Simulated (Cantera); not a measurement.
A Cantera script and its output.

```python
import numpy as np
import cantera as ct

gas = ct.Solution("gri30.yaml")
gas.TPX = 375, 13332, {'CH4': 1, 'C2H6': 0.2, 'O2': 2.08, 'N2': 7.81}
flame = ct.FreeFlame(gas, width=0.16)
flame.set_refine_criteria(ratio=3, slope=0.08, curve=0.16)
flame.transport_model = "mixture-averaged"
flame.solve(loglevel=0, auto=True)
z, T = flame.grid, flame.T
thick = (T[-1] - T[0]) / np.gradient(T, z).max()
show = ['CH4', 'C2H6', 'O2', 'CO2', 'NO2', 'N2O']
print(f"laminar burning velocity  {flame.velocity[0] * 100:.3f} cm/s")
print(f"burnt temperature         {T[-1]:.1f} K")
print(f"thermal thickness         {thick * 1e3:.4f} mm")
print(f"grid points               {len(z)}")
z0 = z[flame.heat_release_rate.argmax()]
print(f"{'z/mm':>9s}{'T/K':>9s}{'u/(m/s)':>9s}" + "".join(f"{s:>11s}" for s in show))
rows = []
for k in (-3, -2, -1.5, -1, -0.5, -0.25, 0, 0.25, 0.5, 1, 2, 4, 8):
    zz = z0 + k * thick
    rows.append([k * thick, np.interp(zz, z, T), np.interp(zz, z, flame.velocity),
                 *(np.interp(zz, z, flame.X[gas.species_index(s)]) for s in show)])
    print(f"{rows[-1][0] * 1e3:9.3f}{rows[-1][1]:9.1f}{rows[-1][2]:9.3f}" + "".join(f"{x:11.3e}" for x in rows[-1][3:]))
```

It prints:

```
laminar burning velocity  66.190 cm/s
burnt temperature         2099.9 K
thermal thickness         2.4763 mm
grid points               157
     z/mm      T/K  u/(m/s)        CH4       C2H6         O2        CO2        NO2        N2O
   -7.429    375.1    0.663  9.004e-02  1.801e-02  1.873e-01  2.136e-08  2.455e-11  6.621e-15
   -4.953    376.2    0.667  8.965e-02  1.795e-02  1.866e-01  8.713e-07  8.103e-10  2.746e-13
   -3.714    383.8    0.684  8.881e-02  1.786e-02  1.853e-01  1.086e-05  7.971e-09  3.482e-12
   -2.476    467.9    0.844  8.402e-02  1.735e-02  1.785e-01  2.751e-04  7.444e-08  9.049e-11
   -1.238    962.7    1.787  5.864e-02  1.252e-02  1.373e-01  4.330e-03  3.620e-08  1.392e-09
   -0.619   1382.5    2.616  3.319e-02  4.940e-03  9.256e-02  1.083e-02  1.602e-08  3.297e-09
    0.000   1738.9    3.335  9.554e-03  3.046e-04  4.542e-02  2.067e-02  4.036e-09  5.511e-09
    0.619   1902.1    3.658  1.191e-03  2.234e-06  1.787e-02  3.120e-02  5.843e-10  5.993e-09
    1.238   1943.8    3.731  9.036e-05  9.389e-09  7.380e-03  3.982e-02  2.877e-10  5.440e-09
    2.476   1959.9    3.747  4.458e-07  3.935e-13  2.843e-03  4.906e-02  3.111e-10  4.156e-09
    4.953   1969.8    3.757  1.475e-10  2.267e-19  2.123e-03  5.341e-02  3.344e-10  3.427e-09
    9.905   1982.0    3.776  3.445e-14  1.872e-23  1.882e-03  5.408e-02  3.535e-10  3.257e-09
   19.810   2000.8    3.807  9.506e-16  3.201e-28  1.563e-03  5.411e-02  3.839e-10  3.183e-09
```

Model: GRI-Mech 3.0 (53 species, 325 reactions), integrated in Cantera. Burning velocities carry a grid error of a few per cent, more on coarse grids.
